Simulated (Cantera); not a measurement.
**Ignition delay**

Mixture: 9.08 % CH₃OH, 16.4 % O₂, 61.8 % N₂, 12.7 % H₂O, equivalence ratio 0.83, at 6.91 atm, adiabatic and at constant pressure. Ignition delay is the time to a rise of 400 K.

Detailed kinetics in Cantera: GRI-Mech 3.0 (53 species, 325 reactions). GRI-Mech 3.0 was tuned for natural gas; its chemistry of methanol as a main component is partial and can be far from experiment.

| T0 (K) | delay (ms) |
|---|---|
| 1025 | 54.2 |
| 1100 | 10.6 |
| 1175 | 2.55 |
| 1250 | 0.731 |
| 1325 | 0.246 |
| 1400 | 0.0955 |
| 1475 | 0.0421 |
| 1550 | 0.0207 |

```
Property                                                 Value
--------------------------------------------------  ----------
apparent activation energy between 1400 and 1550 K  180 kJ/mol
```
